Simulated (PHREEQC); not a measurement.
0.18 g of hydrous ferric oxide (600 m²/g; 0.2 weak and 0.005 strong sites per Fe, Dzombak-Morel constants, diffuse double layer) in 1 kg of water with 0.05 mol/kgw of an inert sodium salt and 0.011 mmol/kgw CaCl2, at 25 °C; the pH is set by adding NaOH or the inert anion's acid. Oxygen is held at 0.21 atm. The system is closed to CO2. No solid was allowed to form.

Computed with PHREEQC (ion-association model, wateq4f.dat).

```tsv
pH	Ca sorbed (%)	surface charge σ (C/m²)	surface potential ψ (mV)
4	0.0	0.294	160
4.67	0.0	0.218	(withheld)
5.33	0.0	0.146	124
6	0.0	(withheld)	99
6.67	0.1	0.049	71
7.33	1.6	0.022	40
8	16.0	(withheld)	6
8.67	59.2	-0.014	(withheld)
9.33	92.5	(withheld)	-57
10	99.3	-0.069	(withheld)
10.67	99.9	-0.119	-113
11.33	100.0	-0.186	-135
12	100.0	-0.267	-149
```

Problem. Complete the blanks.

Solution. 
- 4.67, surface potential ψ (mV): 145
- 6, surface charge σ (C/m²): 0.089
- 8, surface charge σ (C/m²): 0.003
- 8.67, surface potential ψ (mV): -26
- 9.33, surface charge σ (C/m²): -0.035
- 10, surface potential ψ (mV): -87
